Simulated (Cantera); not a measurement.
What does this Cantera script print?

```python
import numpy as np
import cantera as ct

gas_names = [...]  # 109 gases of nasa_gas.yaml made of C, Cl, H, Si
cond_names = """
    C(gr) C6H6(L) C7H8(L) C8H18(L),n-octa Si(cr) Si(L) SiC(b)
""".split()


# ... load() reads the species with a 1 bar reference pressure and builds the phases ...
atoms = {
    '(CH3)2SiCl2': {'C': 2, 'H': 6, 'Si': 1, 'CL': 2},
    'C3H8': {'C': 3, 'H': 8},
    'H2': {'H': 2},
}
top_T = {'C(gr)': 4500, 'SiC(b)': 3050}  # K; cautious upper limits of use, not melting points


# ... equilibrate(T, P, feed) seeds the gas with the atoms and calls Mixture.equilibrate('TP', solver="vcs", rtol=1e-11, max_steps=5000) ...
results = []
feed = {'(CH3)2SiCl2': 1, 'C3H8': 0.048, 'H2': 1100}  # mol
P = 6700  # Pa
for T in [1698, 1748, 1798, 1848, 1898, 1948, 1998, 2048, 2098, 2148]:
    mix = equilibrate(T, P, feed)
    results.append((T, P, feed, dict(zip(mix.species_names, mix.species_moles))))
    x = sorted(zip(gas.X, gas.species_names), reverse=True)
    print(f"T = {T:g} K  P = {P:g} Pa  gas = {mix.phase_moles(0):.4g} mol")
    print("   x: " + "  ".join(f"{s} {v:.3e}" for v, s in x if v > 1e-05))
    print("   condensed (mol): " + ("  ".join(f"{mix.phase(i).name} {mix.phase_moles(i):.4g}"
          for i in range(1, mix.n_phases) if mix.phase_moles(i) > 1e-12) or "none"))
```

Result:

```
T = 1698 K  P = 6700 Pa  gas = 1104 mol
   x: H2 9.975e-01  HCL 1.810e-03  H 5.579e-04  CH4 7.357e-05  C2H2,acetylene 7.188e-05
   condensed (mol): C(gr) 0.9032  SiC(b) 0.9993
T = 1748 K  P = 6700 Pa  gas = 1105 mol
   x: H2 9.971e-01  HCL 1.809e-03  H 8.814e-04  C2H2,acetylene 1.126e-04  CH4 6.127e-05
   condensed (mol): C(gr) 0.8271  SiC(b) 0.9987
T = 1798 K  P = 6700 Pa  gas = 1105 mol
   x: H2 9.966e-01  HCL 1.808e-03  H 1.358e-03  C2H2,acetylene 1.719e-04  CH4 5.155e-05
   condensed (mol): C(gr) 0.7075  SiC(b) 0.9973
T = 1848 K  P = 6700 Pa  gas = 1105 mol
   x: H2 9.958e-01  H 2.044e-03  HCL 1.806e-03  C2H2,acetylene 2.564e-04  CH4 4.377e-05
   condensed (mol): C(gr) 0.5316  SiC(b) 0.9942
T = 1898 K  P = 6700 Pa  gas = 1106 mol
   x: H2 9.948e-01  H 3.012e-03  HCL 1.804e-03  C2H2,acetylene 3.743e-04  CH4 3.748e-05
   condensed (mol): C(gr) 0.2832  SiC(b) 0.9875
T = 1948 K  P = 6700 Pa  gas = 1107 mol
   x: H2 9.933e-01  H 4.351e-03  HCL 1.800e-03  C2H2,acetylene 5.107e-04  CH4 3.159e-05  Si 1.597e-05
   condensed (mol): SiC(b) 0.9728
T = 1998 K  P = 6700 Pa  gas = 1108 mol
   x: H2 9.914e-01  H 6.171e-03  HCL 1.796e-03  C2H2,acetylene 5.306e-04  Si 4.112e-05  CH4 2.361e-05
   condensed (mol): SiC(b) 0.9339
T = 2048 K  P = 6700 Pa  gas = 1109 mol
   x: H2 9.889e-01  H 8.603e-03  HCL 1.789e-03  C2H2,acetylene 5.691e-04  Si 9.926e-05  CH4 1.819e-05  SiH 1.553e-05  SiH2 1.206e-05  CL 1.153e-05
   condensed (mol): SiC(b) 0.8467
T = 2098 K  P = 6700 Pa  gas = 1111 mol
   x: H2 9.854e-01  H 1.180e-02  HCL 1.781e-03  C2H2,acetylene 6.451e-04  Si 2.229e-04  SiH 3.120e-05  SiH2 2.035e-05  CL 1.570e-05  CH4 1.461e-05
   condensed (mol): SiC(b) 0.6639
T = 2148 K  P = 6700 Pa  gas = 1114 mol
   x: H2 9.809e-01  H 1.595e-02  HCL 1.770e-03  C2H2,acetylene 7.874e-04  Si 4.625e-04  SiH 5.820e-05  SiH2 3.210e-05  Si2C 2.260e-05  CL 2.106e-05  SiC2 1.521e-05  CH4 1.231e-05
   condensed (mol): SiC(b) 0.3101
```

Method: chemical equilibrium by Gibbs-energy minimisation in Cantera with the NASA 1993 tables (ideal gas, pure condensed phases). The feed counts by its element totals alone. Gases not in the tables: Si2H6 and higher silanes.
